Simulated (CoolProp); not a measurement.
A closed Brayton cycle with carbon dioxide: compressor inlet 330.15 K and 8.8 MPa, high pressure 30.7 MPa, turbine inlet 915 K, compressor efficiency 0.89, turbine efficiency 0.9, recuperator effectiveness 0 (on enthalpy, no pinch check). Each further row changes one setting.

Computed with CoolProp (reference Helmholtz-energy equation of state, Span 1996).

```tsv
case	thermal efficiency (%)	net work (kJ/kg)	compressor to turbine work	compressor exit (K)	turbine exit (K)
as stated	17.8	114	0.37	434.5	757.0
turbine inlet 865 K	17.8	102	0.40	434.5	712.4
compressor inlet 340.15 K	17.4	106	0.41	452.1	757.0
high pressure 26.1 MPa	15.8	103	0.35	420.6	776.7
recuperator effectiveness 0.5	25.1	114	0.37	434.5	757.0
```
